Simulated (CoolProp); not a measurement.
Vapour-liquid equilibrium of CHF3 (R23) (1) + R227EA (2) at 194.5 K; x and y are mole fractions of (1).

Values from CoolProp's multi-fluid Helmholtz-energy mixture model, Penoncello 2003 and Lemmon 2016; pair parameters Bell 2016.

```json
[
 {"x": "0.05", "bubble pressure (MPa)": "0.009541", "y at the bubble point": "0.768", "dew pressure at overall composition x (MPa)": "0.002437", "liquid density (mol/L)": "10.53"},
 {"x": "0.15", "bubble pressure (MPa)": "0.02496", "y at the bubble point": "0.920", "dew pressure at overall composition x (MPa)": "0.002719", "liquid density (mol/L)": "11.15"},
 {"x": "0.25", "bubble pressure (MPa)": "0.04029", "y at the bubble point": "0.955", "dew pressure at overall composition x (MPa)": "0.003076", "liquid density (mol/L)": "11.83"},
 {"x": "0.35", "bubble pressure (MPa)": "0.05438", "y at the bubble point": "0.971", "dew pressure at overall composition x (MPa)": "0.003539", "liquid density (mol/L)": "12.58"},
 {"x": "0.45", "bubble pressure (MPa)": "0.06678", "y at the bubble point": "0.979", "dew pressure at overall composition x (MPa)": "0.004167", "liquid density (mol/L)": "13.41"},
 {"x": "0.55", "bubble pressure (MPa)": "0.07757", "y at the bubble point": "0.984", "dew pressure at overall composition x (MPa)": "0.005066", "liquid density (mol/L)": "14.34"},
 {"x": "0.65", "bubble pressure (MPa)": "0.08726", "y at the bubble point": "0.988", "dew pressure at overall composition x (MPa)": "0.006458", "liquid density (mol/L)": "15.39"},
 {"x": "0.75", "bubble pressure (MPa)": "0.09650", "y at the bubble point": "0.991", "dew pressure at overall composition x (MPa)": "0.008904", "liquid density (mol/L)": "16.59"},
 {"x": "0.85", "bubble pressure (MPa)": "0.1061", "y at the bubble point": "0.995", "dew pressure at overall composition x (MPa)": "0.01434", "liquid density (mol/L)": "17.96"},
 {"x": "0.95", "bubble pressure (MPa)": "0.1167", "y at the bubble point": "0.998", "dew pressure at overall composition x (MPa)": "0.03693", "liquid density (mol/L)": "19.56"}
]
```

No azeotrope shows between x = 0.05 and 0.95.

The pair parameters rest on a limited set of measurements; away from them the model extrapolates.
